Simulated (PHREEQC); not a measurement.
Consider water at 20 °C with 2.2 mol NaBr, 0.043 mol BaCl2 and 0.0011 mol H4SiO4 per kg of water. Closed to the air; pH follows from the charge balance.

Computed with PHREEQC (Pitzer model, pitzer.dat).

- pH: 6.01
- ionic strength: 2.33 mol/kgw
- activity of water: 0.918
- density: 1.166 g/cm³
- osmotic coefficient: 1.044

| species | molality | activity | log γ |
|---|---|---|---|
| Br- | 2.20 | 1.38 | -0.204 |
| Na+ | 2.20 | 1.94 | -0.055 |
| Cl- | 0.0860 | 0.0487 | -0.247 |
| Ba+2 | 0.0430 | 0.0161 | -0.427 |
| H4SiO4 | 0.00110 | 0.00143 | 0.113 |
| H+ | 5.76e-7 | 9.87e-7 | 0.234 |

Precipitation was switched off in this run. Complexes and solids missing from the database can't appear. In brines, pH and single-ion activities rest on the MacInnes convention.
